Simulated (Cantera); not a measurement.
A closed system holds: 1 mol Al2O3, 0.81 mol C, 1.2 mol N2, held at 2400 K and 0.0278 Torr.

Cantera equilibrium calculation (NASA polynomials, part measured and part estimated; ideal gas, pure solids and liquids). Rates play no part.

```tsv
species	before	after
N2	0.427	0.489
CO	0.286	0.330
Al2O	0.0276	0.117
Al	0.175	0.0638
O	0.0428	7.31e-8
AlO	0.0366	9.84e-5
O2	0.000900	<1e-9
NO	0.000923	1.11e-7
Al2	6.09e-8	3.49e-5
CO2	0.00246	2.10e-5
N	1.20e-5	1.95e-7
Al2O2	0.000287	8.98e-6
Al2O3(l), mol	0.625	0.634
```
Gas species are given as mole fractions.

What was changed between the two runs?
A. temperature from 2400 K to 2973 K
B. temperature from 2400 K to 3048 K
C. pressure from 0.0278 Torr to 120 Torr
D. temperature from 2400 K to 2675 K

C, pressure from 0.0278 Torr to 120 Torr
